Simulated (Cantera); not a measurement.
## Pyrogenic steam for wet oxidation

An isothermal, constant-pressure homogeneous reactor starts with 1.57 % H2, 4.92 % O2, 93.5 % N2, at 923 K and 0.987 atm.

Computed with Cantera and the H2/O2 subset of GRI-Mech 3.0, which has no nitrogen chemistry. Below about 950 K walls govern HO2 and H2O2 in real vessels.

```csv
t (s),x H2,x O2,x O,x H,x HO2,x H2O
0.000100,0.0157,0.0492,<1e-12,2.01e-12,1.15e-11,2.87e-12
0.000330,0.0157,0.0492,2.07e-12,3.57e-12,5.54e-11,2.31e-11
0.00109,0.0157,0.0492,2.63e-12,4.34e-12,2.41e-10,1.23e-10
0.00358,0.0157,0.0492,2.78e-12,4.59e-12,8.87e-10,4.82e-10
0.0118,0.0157,0.0492,3.36e-12,5.55e-12,3.18e-9,1.83e-9
0.0389,0.0157,0.0492,6.72e-12,1.11e-11,1.36e-8,9.15e-9
0.128,0.0157,0.0492,6.72e-11,1.11e-10,1.57e-7,1.55e-7
0.423,0.0141,0.0484,1.70e-7,3.07e-7,1.74e-5,0.00150
1.40,0.00251,0.0428,1.18e-7,5.94e-8,8.58e-6,0.0133
4.60,0.000164,0.0417,1.85e-8,1.20e-9,1.24e-6,0.0157
15.2,1.98e-5,0.0417,1.41e-9,3.73e-11,2.14e-7,0.0159
50.0,3.15e-6,0.0417,8.81e-11,1.85e-12,4.31e-8,0.0159
```
x: mole fraction; the columns are a selection and need not sum to one.

Equilibrium at this temperature and pressure: H2 <1e-12, O2 0.0417, O 2.56e-12, H <1e-12, HO2 2.90e-11, H2O 0.0159 (gas phase only).
